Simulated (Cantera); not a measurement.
Input: 1 mol MgO, 0.092 mol SO3, 1.3 mol CO2, 2.8 mol O2, equilibrated at 1225 K.

Method: chemical equilibrium by Gibbs-energy minimisation in Cantera with the NASA 1993 tables (ideal gas, pure condensed phases). Candidate condensed phases: C, Mg, MgCO3, MgO, MgS, MgSO4, S; 26 gas species. Mutual solubility and eutectic melting of coexisting phases are not modelled. Kinetics and transport are ignored.

Task: At 20.0 bar, list the 4 most abundant gas species with their mole fractions, and the condensed phases.

Result: O2 0.683, CO2 0.317, SO2 0.000141, SO3 0.000110. Condensed: MgO(s) + MgSO4(s).
